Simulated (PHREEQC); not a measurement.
Dissolve 0.0032 mol Cu(NO3)2 and 0.013 mol H3BO3 per kg of water at 73 °C. Closed to the air; pH follows from the charge balance.

Equilibrium calculation in PHREEQC: ion-association model, wateq4f.dat.

The pH comes out as 4.49. The ionic strength is 0.00958 mol/kgw.

```csv
species,molality,activity,log γ
H3BO3,0.0130,0.0130,0.001
NO3-,0.00640,0.00570,-0.050
Cu+2,0.00316,0.00207,-0.184
H+,3.56e-5,3.23e-5,-0.042
Cu2(OH)2+2,1.71e-5,1.10e-5,-0.194
CuOH+,7.18e-7,6.42e-7,-0.049
H2BO3-,5.55e-7,4.94e-7,-0.051
Cu(OH)2,4.15e-8,4.16e-8,0.001
OH-,6.17e-9,5.51e-9,-0.049
```

No solid was allowed to form. Saturation is exceeded, for instance for Tenorite (slow to form); the values hold only as long as no solid forms. Complexes and solids missing from the database can't appear. Constants without temperature data keep their 25 °C values here.
